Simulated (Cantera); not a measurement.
What does this Cantera script print?

```python
import numpy as np
import cantera as ct

gas_names = """
    B BH BH2 BH3 BN BO BO2 B2 B2O B2O2 B2O3 B3O3H3 H HBO HBO2 HNO HNO2 HNO3 HO2 H2 H2O H2O2 H3B3O6 N NH
    NH2 NH3 NH2OH NO NO2 NO3 N2 N2H2 N2H4 N2O O OH O2 O3
""".split()
cond_names = """
    B(b) B(L) BN(s) B2O3(L) B3O3H3(cr) H2O(s) H2O(L)
""".split()


def load(file, names, dense=False):
    # The tables refer to 1 bar. Condensed volumes are neglected.
    table = {s.name: s for s in ct.Species.list_from_file(file)}
    out = []
    for n in names:
        d = dict(table[n].input_data)
        d["thermo"] = dict(d["thermo"], **{"reference-pressure": 1e5})
        if dense:
            d["equation-of-state"] = {"model": "constant-volume", "density": "1e6 g/cm^3"}
        out.append(ct.Species.from_dict(d))
    return out


gas = ct.Solution(thermo="ideal-gas", species=load("nasa_gas.yaml", gas_names))
cond = {s.name: ct.Solution(thermo="fixed-stoichiometry", species=[s], name=s.name)
        for s in load("nasa_condensed.yaml", cond_names, dense=True)}
atoms = {
    'B2O3': {'B': 2, 'O': 3},
    'NH3': {'N': 1, 'H': 3},
    'H2': {'H': 2},
}
top_T = {'BN(s)': 3200}  # K; cautious upper limits of use, not melting points


def equilibrate(T, P, feed):
    n = {}
    for name, mol in feed.items():
        for a, k in atoms[name].items():
            n[a] = n.get(a, 0.0) + k * mol
    gas.TPX = T, P, n
    mass = sum(n.values()) * gas.mean_molecular_weight
    gas.equilibrate("TP")
    valid = [c for c in cond.values() if c.min_temp <= T <= top_T.get(c.name, c.max_temp)]
    mix = ct.Mixture([(gas, mass / gas.mean_molecular_weight)] + [(c, 0.0) for c in valid])
    mix.T, mix.P = T, P
    mix.equilibrate("TP", solver="vcs", rtol=1e-11, max_steps=5000)
    return mix


results = []
feed = {'B2O3': 1, 'NH3': 1.8, 'H2': 0.95}  # mol
P = 133.322  # Pa
for T in [873, 973, 1073, 1173, 1273, 1373, 1473, 1573, 1673, 1773, 1873, 1973, 2073]:
    mix = equilibrate(T, P, feed)
    results.append((T, P, feed, dict(zip(mix.species_names, mix.species_moles))))

top = {s: max(r[3][s] / sum(r[3][g] for g in gas_names) for r in results) for s in gas_names}
cols = sorted((s for s in top if top[s] > 1e-06), key=lambda s: -top[s])[:7]
seen = [c for c in cond_names if any(r[3].get(c, 0) > 1e-12 for r in results)]
print("log10 of partial pressures in bar; condensed amounts in mol")
print(f"{'T/K':>10s}" + "".join(f"{s[:9]:>10s}" for s in cols + seen))
for T, P, feed, n in results:
    ng = sum(n[g] for g in gas_names)
    print(f"{T:10.4g}" + "".join(f"{np.log10(max(n[s] / ng * P / 1e5, 1e-99)):10.3f}" for s in cols)
          + "".join(f"{n.get(c, 0):10.4g}" for c in seen))
```

It prints:

```
log10 of partial pressures in bar; condensed amounts in mol
       T/K        H2        N2      B2O3      HBO2         H        BO       HBO     BN(s)   B2O3(L)
       873    -2.971    -3.579   -14.517    -8.995   -11.815   -18.824   -11.997  0.001569    0.9992
       973    -2.971    -3.579   -12.053    -7.921   -10.452   -15.786   -10.186   0.00154    0.9992
      1073    -2.971    -3.579   -10.064    -7.060    -9.339   -13.324    -8.721  0.001566    0.9991
      1173    -2.971    -3.579    -8.429    -6.356    -8.414   -11.289    -7.512  0.001873    0.9982
      1273    -2.972    -3.580    -7.062    -5.771    -7.633    -9.580    -6.498  0.002908    0.9948
      1373    -2.974    -3.581    -5.902    -5.278    -6.965    -8.126    -5.638  0.004529    0.9803
      1473    -2.985    -3.588    -4.908    -4.858    -6.391    -6.878    -4.907         0    0.9068
      1573    -3.038    -3.627    -4.047    -4.330    -5.910    -5.980    -4.480         0    0.4757
      1673    -3.091    -3.666    -3.782    -4.138    -5.489    -5.416    -4.333         0         0
      1773    -3.098    -3.668    -3.808    -4.096    -5.095    -5.028    -4.295         0         0
      1873    -3.108    -3.671    -3.840    -4.057    -4.744    -4.697    -4.277         0         0
      1973    -3.123    -3.678    -3.885    -4.020    -4.432    -4.420    -4.285         0         0
      2073    -3.148    -3.688    -3.948    -3.988    -4.154    -4.198    -4.324         0         0
```

Method: chemical equilibrium by Gibbs-energy minimisation in Cantera with the NASA 1993 tables (ideal gas, pure condensed phases). Mutual solubility and eutectic melting of coexisting phases are not modelled.
